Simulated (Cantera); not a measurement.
Input: 1 mol Nb2O5, 21 mol H2, 1.9 mol H2O, equilibrated at 7.40 mbar.

Cantera equilibrium calculation (NASA polynomials, part measured and part estimated; ideal gas, pure solids and liquids). Candidate condensed phases: H2O, Nb, NbO, NbO2, Nb2O5; 12 gas species. Condensed phases not in the tables: the oxides between NbO2 and Nb2O5. Equilibrium is a limit: real reactors are often held back by kinetics, nucleation or transport. All values below are at 1752 °C.

Base state: H2 0.853, H2O 0.125, H 0.0207, NbO2 0.000857, OH 0.000316 (mole fractions); condensed: NbO2(s).

Problem. What changes in the equilibrium state with this change: pressure from 7.40 mbar to 0.100 bar?

Solution. 
```csv
species,before,after
H2,0.853,0.868
H2O,0.125,0.126
H,0.0207,0.00567
NbO2,0.000857,6.34e-5
OH,0.000316,8.62e-5
"NbO2(s), mol",1.98,2.00
```
